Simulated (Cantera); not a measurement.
What does this Cantera script print?

```python
import numpy as np
import cantera as ct

gas = ct.Solution("gri30.yaml")
gas.TPX = 1898, 101325, {'CH4': 1, 'H2O': 0.35}
inlet = ct.Reservoir(gas, clone=True)

reactor = ct.IdealGasConstPressureReactor(gas, energy="off", clone=False)
exhaust = ct.Reservoir(gas, clone=True)
tau = [0.85, 0.33, 0.13, 0.05, 0.019, 0.0075, 0.0029][0]
for a, b in ((inlet, reactor), (reactor, exhaust)):
    ct.MassFlowController(a, b, mdot=lambda t: reactor.mass / tau)
net = ct.ReactorNet([reactor])
show = ['CH4', 'H2O', 'HCO', 'C2H', 'HO2', 'C2H4', 'O2']

rows = []
print(f"{'tau/s':>10s}{'T/K':>9s}" + "".join(f"{s:>11s}" for s in show))
for tau in [0.85, 0.33, 0.13, 0.05, 0.019, 0.0075, 0.0029]:
    net.initial_time = 0.0
    net.advance(30 * tau)
    before = gas.X
    net.advance(40 * tau)
    drift = np.max(np.abs(gas.X - before) / (gas.X + 1e-9))
    rows.append([gas.T, *gas[show].X, drift])
    print(f"{tau:10.3e}{gas.T:9.1f}" + "".join(f"{x:11.3e}" for x in gas[show].X))
```

Result:

```
     tau/s      T/K        CH4        H2O        HCO        C2H        HO2       C2H4         O2
 8.500e-01   1898.0  1.331e-02  9.912e-03  3.782e-08  1.418e-06  3.417e-15  1.108e-03  1.250e-12
 3.300e-01   1898.0  1.943e-02  2.204e-02  3.498e-08  1.485e-06  1.664e-14  1.159e-03  6.130e-12
 1.300e-01   1898.0  2.906e-02  4.295e-02  3.117e-08  1.604e-06  6.172e-14  1.261e-03  2.293e-11
 5.000e-02   1898.0  4.442e-02  7.324e-02  2.812e-08  1.765e-06  1.721e-13  1.444e-03  6.547e-11
 1.900e-02   1898.0  6.895e-02  1.075e-01  2.924e-08  1.900e-06  3.444e-13  1.779e-03  1.394e-10
 7.500e-03   1898.0  1.062e-01  1.370e-01  3.712e-08  1.920e-06  5.011e-13  2.453e-03  2.274e-10
 2.900e-03   1898.0  1.647e-01  1.611e-01  5.348e-08  1.786e-06  6.014e-13  4.044e-03  3.235e-10
```

Cantera simulation using GRI-Mech 3.0 (53 species, 325 reactions); the numbers are that mechanism's predictions, not measurements. GRI-Mech 3.0 stops at C3 and has no aromatics, soot or wall deposition, so with more carbon than oxygen in the feed, carbon stays in small species such as C2H2 where larger ones or solid carbon would form.
